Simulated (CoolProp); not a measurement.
Toluene at 336.84 K and 13.5 MPa flows at 0.18 m/s in a round tube of 12.7 mm bore and 0.25 µm roughness, fully developed (64/Re and Nu = 3.66 if laminar; Colebrook and Gnielinski if turbulent). Each further row changes one setting.

Values from CoolProp's reference Helmholtz-energy equation of state, Lemmon 2006. It is a short technical equation, of lower accuracy than the large ones.

```csv
case,Reynolds number,Darcy friction factor,pressure drop (Pa/m),heat-transfer coefficient (W/(m² K)),mass flow (kg/h)
as stated,4670,0.0382,40.8,341,68.8
velocity 0.36 m/s,9340,0.0315,135,681,138
diameter 25.4 mm,9340,0.0315,16.8,341,275
```

Viscosity comes from a separate model (Avgeri 2015). Thermal conductivity comes from a separate model (Assael 2012).
